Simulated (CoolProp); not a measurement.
C3F8 (R218) along the isobar 27.3 bar: density (kg/m³) from the reference equation and from simpler models built on Tc = 345.0 K, pc = 26.40 bar, ω = 0.317; each cubic takes its own stable root.

Model: reference Helmholtz-energy equation of state, Lemmon 2006, in CoolProp. It is a short technical equation, of lower accuracy than the large ones.

| T (K) | phase | reference | van der Waals | Redlich-Kwong | Soave-Redlich-Kwong | Peng-Robinson |
|---|---|---|---|---|---|---|
| 161.7 | liquid | 1886 | 1168 | 1726 | 1765 | 1982 |
| 181.6 | liquid | 1818 | 1135 | 1669 | 1717 | 1930 |
| 201.4 | liquid | 1750 | 1100 | 1608 | 1662 | 1872 |
| 221.3 | liquid | 1679 | 1062 | 1539 | 1600 | 1805 |
| 241.2 | liquid | 1606 | 1021 | 1464 | 1529 | 1727 |
| 261.1 | liquid | 1527 | 975.3 | 1380 | 1447 | 1636 |
| 281 | liquid | 1439 | 923.1 | 1283 | 1350 | 1527 |
| 300.8 | liquid | 1338 | 861.4 | 1170 | 1232 | 1393 |
| 320.7 | liquid | 1210 | 781.3 | 1026 | 1076 | 1212 |
| 340.6 | liquid | 987.3 | 648.0 | 792.2 | 813.7 | 904.4 |
| 360.5 | supercritical | 292.8 | 292.6 | 296.9 | 284.2 | 298.7 |
| 380.4 | supercritical | 231.0 | 238.3 | 238.2 | 227.2 | 236.7 |
| 400.2 | supercritical | 200.0 | 208.8 | 207.2 | 197.3 | 204.5 |
| 420.1 | supercritical | 179.3 | 188.3 | 186.1 | 177.1 | 182.9 |
| 440 | supercritical | 164.1 | 172.7 | 170.3 | 162.1 | 166.9 |
